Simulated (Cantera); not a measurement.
Input (Python, Cantera) and output of one run.

```python
import numpy as np
import cantera as ct

gas_names = [...]  # 109 gases of nasa_gas.yaml made of C, Cl, H, Si
cond_names = """
    C(gr) C6H6(L) C7H8(L) C8H18(L),n-octa Si(cr) Si(L) SiC(b)
""".split()


# ... load() reads the species with a 1 bar reference pressure and builds the phases ...
atoms = {
    'SiHCl3': {'Si': 1, 'H': 1, 'CL': 3},
    'C2H4': {'C': 2, 'H': 4},
    'H2': {'H': 2},
}
top_T = {'C(gr)': 4500, 'SiC(b)': 3050}  # K; cautious upper limits of use, not melting points


# ... equilibrate(T, P, feed) seeds the gas with the atoms and calls Mixture.equilibrate('TP', solver="vcs", rtol=1e-11, max_steps=5000) ...
results = []
feed = {'SiHCl3': 1, 'C2H4': 0.11, 'H2': 12}  # mol
P = 930  # Pa
for T in [1200, 1300, 1400, 1500, 1600, 1700, 1800, 1900, 2000, 2100]:
    mix = equilibrate(T, P, feed)
    results.append((T, P, feed, dict(zip(mix.species_names, mix.species_moles))))

top = {s: max(r[3][s] / sum(r[3][g] for g in gas_names) for r in results) for s in gas_names}
cols = sorted((s for s in top if top[s] > 1e-06), key=lambda s: -top[s])[:7]
seen = [c for c in cond_names if any(r[3].get(c, 0) > 1e-12 for r in results)]
print("log10 of partial pressures in bar; condensed amounts in mol")
print(f"{'T/K':>10s}" + "".join(f"{s[:9]:>10s}" for s in cols + seen))
for T, P, feed, n in results:
    ng = sum(n[g] for g in gas_names)
    print(f"{T:10.4g}" + "".join(f"{np.log10(max(n[s] / ng * P / 1e5, 1e-99)):10.3f}" for s in cols)
          + "".join(f"{n.get(c, 0):10.4g}" for c in seen))
```

Output:

```
log10 of partial pressures in bar; condensed amounts in mol
       T/K        H2       HCL     SiCL2         H     SiCL4        Si     SiCL3    Si(cr)     Si(L)    SiC(b)
      1200    -2.094    -3.079    -3.691    -7.752    -3.904   -11.858    -4.269    0.1564         0      0.22
      1300    -2.104    -2.999    -3.467    -7.008    -4.497   -10.364    -4.369    0.1309         0      0.22
      1400    -2.107    -2.982    -3.388    -6.367    -5.224    -9.085    -4.620    0.1042         0      0.22
      1500    -2.108    -2.985    -3.356    -5.808    -5.924    -7.978    -4.891   0.08319         0      0.22
      1600    -2.107    -2.992    -3.338    -5.318    -6.552    -7.011    -5.141   0.06544         0      0.22
      1700    -2.108    -2.996    -3.330    -4.886    -7.109    -6.168    -5.366         0   0.05425      0.22
      1800    -2.110    -2.977    -3.353    -4.501    -7.582    -5.498    -5.571         0   0.08472    0.2199
      1900    -2.114    -2.962    -3.378    -4.158    -8.012    -4.899    -5.760         0   0.09822    0.2196
      2000    -2.121    -2.953    -3.406    -3.849    -8.409    -4.361    -5.938         0   0.06746    0.2181
      2100    -2.134    -2.934    -3.472    -3.573    -8.776    -3.945    -6.123         0         0    0.2122
```

Method: chemical equilibrium by Gibbs-energy minimisation in Cantera with the NASA 1993 tables (ideal gas, pure condensed phases). Mutual solubility and eutectic melting of coexisting phases are not modelled. The tables' values for SiCl3, SiCl are old estimates; treat these amounts as uncertain. Gases not in the tables: Si2H6 and higher silanes.
